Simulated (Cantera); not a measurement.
Charge: 1 mol SiC, 0.059 mol H₂, held at 0.100 bar.

Method: chemical equilibrium by Gibbs-energy minimisation in Cantera with the NASA 1993 tables (ideal gas, pure condensed phases). Candidate condensed phases: C, C₆H₆, C₇H₈, C₈H₁₈, Si, SiC; 87 gas species. Gases not in the tables: Si₂H₆ and higher silanes. Rates play no part.

### Question
Which condensed phases are stable at each of these points (T (K)): 1675, 1775, 1875, 1975, 2075, 2175, 2275, 2375, 2475, 2575, 2675?

### Answer
| T (K) | condensed phases | Si condensed (%) |
|---|---|---|
| 1675 | SiC(s) | 100.0 |
| 1775 | SiC(s) | 100.0 |
| 1875 | SiC(s) | 100.0 |
| 1975 | SiC(s) | 100.0 |
| 2075 | SiC(s) | 100.0 |
| 2175 | SiC(s) | 100.0 |
| 2275 | SiC(s) | 100.0 |
| 2375 | SiC(s) | 100.0 |
| 2475 | SiC(s) | 99.9 |
| 2575 | SiC(s) | 99.7 |
| 2675 | C(graphite) + SiC(s) | 99.2 |

From 1675 K to 2575 K the condensed part is SiC(s). At 2675 K the condensed part is C(graphite) + SiC(s).
